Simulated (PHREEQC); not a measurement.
Solution (20 °C): 0.37 mol/kgw MgSO4, 0.036 mol/kgw NaHCO3 and 0.0012 mol/kgw H4SiO4. Closed to the air; pH follows from the charge balance.

Model: Pitzer model, pitzer.dat, run in PHREEQC.

Each row changes one thing in this solution. Precipitation was switched off in this run.

| case | pH | ionic strength (mol/kgw) | HCO3- (mol/kgw) | CO2 (mol/kgw) | CO3-2 (mol/kgw) | H3SiO4- (mol/kgw) | SI of SiO2(a) (SiO2) |
|---|---|---|---|---|---|---|---|
| as made | 7.38 | 1.51 | 0.0335 | 0.00124 | 0.000584 | 1.22e-5 | -0.16 |
| diluted 100-fold with water | 8.06 | 0.0152 | 0.000349 | 6.23e-6 | 2.44e-6 | 1.93e-7 | -2.22 |
| temperature from 20 to 85 °C | 7.15 | 1.51 | 0.0325 | ? | 0.000714 | 3.68e-5 | -0.64 |
| NaHCO3 from 0.036 to 0.054 mol/kgw | 7.38 | 1.53 | 0.0503 | 0.00185 | 0.000879 | 1.22e-5 | -0.16 |
| MgSO4 left out | 8.18 | 0.0365 | 0.0350 | 0.000514 | 0.000486 | 2.70e-5 | -0.22 |
| H4SiO4 from 0.0012 to 0.0006 mol/kgw | 7.38 | 1.51 | 0.0335 | 0.00123 | 0.000585 | 6.09e-6 | -0.46 |
| temperature from 20 to 75 °C | 7.15 | 1.51 | 0.0326 | 0.00173 | 0.000696 | 3.09e-5 | -0.58 |
| 0.015 mol/kgw HCl added | 6.09 | 1.52 | ? | 0.0150 | 1.88e-5 | ? | -0.16 |
| 0.0051 mol/kgw K2SiO3 added | 8.40 | 1.52 | 0.0262 | 9.38e-5 | 0.00463 | 0.000600 | ? |

Question: Some entries are withheld; supply them.

Answer: 
- temperature from 20 to 85 °C, CO2 (mol/kgw): 0.00184
- 0.015 mol/kgw HCl added, HCO3- (mol/kgw): 0.0209
- 0.015 mol/kgw HCl added, H3SiO4- (mol/kgw): 6.31e-7
- 0.0051 mol/kgw K2SiO3 added, SI of SiO2(a) (SiO2): +0.52

Complexes and solids missing from the database can't appear. Some of these states are supersaturated (in Magnesite (slow to form), SiO2(a), for instance). In brines, pH and single-ion activities rest on the MacInnes convention. Away from 25 °C the constants follow the database's enthalpies or fits; those with neither stay at their 25 °C values.
